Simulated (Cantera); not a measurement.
## Stirred combustor or abatement burner

A perfectly stirred reactor is fed with 9.64 % CH₄, 0.482 % C₂H₆, 1.06 % C₃H₈, 15.4 % O₂, 58.1 % N₂, 12.5 % H₂O, 2.70 % CO₂, equivalence ratio 1.7, at 3530 Torr; it is adiabatic with a 573 K inlet, and is followed from long to short residence time, starting on the burning branch (τ in s: 0.067, 0.03, 0.013, 0.006, 0.0027, 0.0012, 0.00054, 0.00024, 0.00011, 4.8e-05, 2.2e-05).

Computed with Cantera and GRI-Mech 3.0 (53 species, 325 reactions).

| τ (s) | T (K) | x CH₄ | x C₂H₆ | x C₃H₈ | x CO₂ | x H₂ | x C₂H₂ |
|---|---|---|---|---|---|---|---|
| 0.067 | 1802 | 0.00788 | 9.04e-6 | 4.56e-7 | 0.0619 | 0.0728 | 0.00446 |
| 0.030 | 1806 | 0.00946 | 1.76e-5 | 9.66e-7 | 0.0627 | 0.0664 | 0.00558 |
| 0.013 | 1803 | 0.0111 | 3.54e-5 | 2.20e-6 | 0.0628 | 0.0605 | 0.00647 |
| 0.0060 | 1790 | 0.0126 | 6.95e-5 | 5.03e-6 | 0.0617 | 0.0559 | 0.00689 |
| 0.0027 | 1757 | 0.0146 | 0.000151 | 1.35e-5 | 0.0585 | 0.0521 | 0.00673 |
| 0.0012 | 1662 | 0.0195 | 0.000458 | 5.97e-5 | 0.0509 | 0.0478 | 0.00484 |
| 0.00054 | 573 | 0.0964 | 0.00482 | 0.0106 | 0.0270 | <1e-12 | <1e-12 |
| 0.00024 | 573 | 0.0964 | 0.00482 | 0.0106 | 0.0270 | <1e-12 | <1e-12 |
| 0.00011 | 573 | 0.0964 | 0.00482 | 0.0106 | 0.0270 | <1e-12 | <1e-12 |
| 4.8e-5 | 573 | 0.0964 | 0.00482 | 0.0106 | 0.0270 | <1e-12 | <1e-12 |
| 2.2e-5 | 573 | 0.0964 | 0.00482 | 0.0106 | 0.0270 | <1e-12 | <1e-12 |
x: mole fraction; the columns are a selection and need not sum to one.
